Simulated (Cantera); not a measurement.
A closed system holds: 1 mol SiF4, 0.28 mol NO, 3.6 mol H2, equilibrated at 723.15 K and 7.50 Torr.

These are equilibrium values from Cantera (NASA tables, ideal gas, pure condensed phases), not measurements of a reactor. Candidate condensed phases: H2O, Si, SiO2, Si2N2O, Si3N4; 58 gas species. Rates play no part.

Base state: H2 0.689, SiF4 0.191, HF 0.0663, N2 0.0290, H2O 0.0249 (mole fractions); condensed: SiO2(α-quartz).

### Question
What changes in the equilibrium state with this change: temperature from 723.15 K to 948.15 K?

### Answer
```
species              before    after
-------------------  ------  -------
H2                    0.689    0.683
SiF4                  0.191    0.181
HF                   0.0663    0.101
H2O                  0.0249  0.00727
N2                   0.0290   0.0288
SiO2(α-quartz), mol  0.0799        0
SiO2(β-quartz), mol       0    0.122
```

### Question
What changes in the equilibrium state with this change: temperature from 723.15 K to 1548 K?

### Answer
| species | before | after |
|---|---|---|
| H2 | 0.689 | 0.673 |
| SiF4 | 0.191 | 0.168 |
| HF | 0.0663 | 0.122 |
| H2O | 0.0249 | 0.000760 |
| N2 | 0.0290 | 0.0286 |
| SiF3 | <1e-9 | 0.00680 |
| SiO | <1e-9 | 0.000582 |
| H | <1e-9 | 0.000253 |
| SiF2 | <1e-9 | 0.000144 |
| SiHF3 | 7.75e-9 | 0.000637 |
| SiO2(α-quartz), mol | 0.0799 | 0 |
| SiO2(β-quartz), mol | 0 | 0.137 |
The tables' values for SiF3, SiF2 are old estimates; treat these amounts as uncertain. The tables hold silica as quartz up to 1696 K and as liquid above; real silica turns to tridymite and cristobalite and melts near 1996 K.

### Question
What changes in the equilibrium state with this change: SiF4 replaced by SiCl4?

### Answer
| species | before | after |
|---|---|---|
| H2 | 0.689 | 0.586 |
| HCl | 0 | 0.283 |
| SiCl4 | 0 | 0.131 |
| SiF4 | 0.191 | 0 |
| HF | 0.0663 | 0 |
| N2 | 0.0290 | <1e-9 |
| H2O | 0.0249 | 2.37e-9 |
| SiHCl3 | 0 | 8.14e-5 |
| SiO2(α-quartz), mol | 0.0799 | 0.0700 |
| Si2N2O(s), mol | 0 | 0.140 |
Further candidate phases: NH4Cl.
